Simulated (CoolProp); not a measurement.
Vapour-liquid equilibrium of CHF3 (R23) (1) + C2F6 (R116) (2) at 0.475 bar; x and y are mole fractions of (1).

The numbers come from the multi-fluid Helmholtz-energy mixture model, Penoncello 2003 and Lemmon 2006; pair parameters Bell 2016 in CoolProp.

```
x      bubble temperature, mixture model (°C)  bubble temperature, Raoult's law (°C)  y, mixture model  y, Raoult's law
-----  --------------------------------------  -------------------------------------  ----------------  ---------------
0.05                                    -94.7                                  -91.3             0.238            0.061
0.125                                   -97.5                                  -91.5             0.403            0.149
0.2                                     -98.8                                  -91.8             0.478            0.234
0.275                                   -99.4                                  -92.0             0.516            0.317
0.35                                    -99.7                                  -92.3             0.536            0.397
0.425                                   -99.8                                  -92.5             0.547            0.474
0.5                                     -99.8                                  -92.7             0.553            0.550
0.575                                   -99.8                                  -93.0             0.558            0.623
0.65                                    -99.8                                  -93.2             0.565            0.694
0.725                                   -99.7                                  -93.4             0.580            0.763
0.8                                     -99.4                                  -93.6             0.609            0.830
0.875                                   -98.6                                  -93.8             0.671            0.895
0.95                                    -96.7                                  -94.0             0.807            0.959
```

The largest gap from Raoult's law is -7.4 K in bubble temperature, at x = 0.35. y crosses x between x = 0.5 and 0.575: the model has an azeotrope there.

The pair parameters rest on a limited set of measurements; away from them the model extrapolates.
